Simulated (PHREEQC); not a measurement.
**Metal-bearing waste water (model solution)**

Make-up at 20 °C: 0.22 mol/kgw FeCl3, 0.0059 mol/kgw Na2SeO4, 0.00043 mol/kgw HCl and 0.0069 mol/kgw Na2SO4. Closed to the air; pH follows from the charge balance.

Equilibrium calculation in PHREEQC: ion-association model, wateq4f.dat.

Each row changes one thing in this solution. Precipitation was switched off in this run.

| case | pH | ionic strength (mol/kgw) | Cl- (mol/kgw) | FeCl+2 (mol/kgw) | FeCl2+ (mol/kgw) | Fe+3 (mol/kgw) | SI of Jarosite-Na (NaFe3(SO4)2(OH)6) | SI of Fe(OH)3(a) (Fe(OH)3) |
|---|---|---|---|---|---|---|---|---|
| as made | 1.93 | 0.743 | 0.457 | 0.116 | 0.0429 | 0.0385 | -0.75 | -1.65 |
| diluted 2-fold with water | 1.91 | 0.435 | 0.253 | (withheld) | 0.0135 | 0.0277 | (withheld) | -1.76 |
| temperature from 20 to 25 °C | 1.90 | 0.743 | 0.459 | 0.122 | 0.0384 | 0.0349 | -0.62 | -1.78 |
| Na2SeO4 from 0.0059 to 0.00885 mol/kgw | 1.94 | 0.751 | 0.457 | 0.116 | 0.0427 | 0.0386 | -0.62 | -1.62 |
| Na2SeO4 replaced by NaHSO4 at the same molality | 1.86 | 0.718 | 0.457 | (withheld) | 0.0433 | 0.0379 | -0.74 | (withheld) |

### Question
Fill in the missing entries.

### Answer

- diluted 2-fold with water, FeCl+2 (mol/kgw): 0.0496
- diluted 2-fold with water, SI of Jarosite-Na (NaFe3(SO4)2(OH)6): -1.79
- Na2SeO4 replaced by NaHSO4 at the same molality, FeCl+2 (mol/kgw): 0.114
- Na2SeO4 replaced by NaHSO4 at the same molality, SI of Fe(OH)3(a) (Fe(OH)3): -1.85

The ionic strength passes 0.7 mol/kgw, the rough limit of the ion-association models, in as made; temperature from 20 to 25 °C; Na2SeO4 from 0.0059 to 0.00885 mol/kgw; Na2SeO4 replaced by NaHSO4 at the same molality. Species that the database lacks are ignored. Some of these states are supersaturated (in Hematite (slow to form), Goethite (slow to form), for instance).
